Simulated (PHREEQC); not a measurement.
Solution (82 °C): 4.5 mmol/kgw HF, 8.6 mmol/kgw (NH4)2SiF6, 4.8 mmol/kgw HBF4 and 5.2 mmol/kgw HCl. Closed to the air; pH follows from the charge balance.

Computed with PHREEQC (ion-association model, wateq4f.dat).

**Question.** The ionic strength comes out as 0.0305 mol/kgw. What activity coefficients do F-, Cl-, SiF6-2, HF2-, BF3OH- get?

**Answer.** F- 0.83, Cl- 0.83, SiF6-2 0.49, HF2- 0.83, BF3OH- 0.82.

Precipitation was switched off in this run. Saturation is exceeded, for instance for Quartz (slow to form), Chalcedony (slow to form); the values hold only as long as no solid forms. At this temperature some constants are extrapolated from 25 °C, and those without enthalpy data are left unchanged. SiF6-2 is the database's only silicon fluoride. Real BF4- forms and hydrolyses slowly; the run takes it at equilibrium.
